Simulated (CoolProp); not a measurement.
Ethylene at several states: density (kg/m³) from the reference equation and from simpler models built on Tc = 282.4 K, pc = 50.42 bar, ω = 0.087; each cubic takes its own stable root.

Computed with CoolProp (reference Helmholtz-energy equation of state, Smukala 2000).

```
T (K)  p (bar)   phase  reference
-----  -------  ------  ---------
427.1    0.586     gas     0.4634
117.2     97.3  liquid      642.9
396       14.3     gas      12.59
196.6     6.13  liquid      527.0
344.5     23.1     gas      24.74
```

### Question
How far does each simpler model (Redlich-Kwong, Soave-Redlich-Kwong, Peng-Robinson) lie from the reference over these 5 states: mean and median of the absolute difference, and the worst?

### Answer
- Redlich-Kwong: mean 1.8 %, median 0.4 %, worst -4.9 % at 196.6 K and 6.13 bar
- Soave-Redlich-Kwong: mean 1.8 %, median 0.2 %, worst -4.3 % at 196.6 K and 6.13 bar
- Peng-Robinson: mean 3.5 %, median 1.4 %, worst +8.3 % at 196.6 K and 6.13 bar
